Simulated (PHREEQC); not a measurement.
Synthetic water in mmol/kgw, 25 °C, pH 1.96, pe 9.1: Na 5.98; K 0.146; Ca 1.97; Mg 1.16; Cl 3.63; S(6) 15.2; Cd 0.00248.

Na is adjusted to close the charge balance.
Valence states are taken as typed.

Model: ion-association model, phreeqc.dat, run in PHREEQC.

Q: The ionic strength comes out as 0.0371 mol/kgw. What activity coefficients do HSO4-, Na+, Ca+2, K+, Cl- get?

A: HSO4- 0.84, Na+ 0.84, Ca+2 0.51, K+ 0.83, Cl- 0.83.

This is a speciation only: nothing precipitates in the calculation. Complexes and solids missing from the database can't appear.
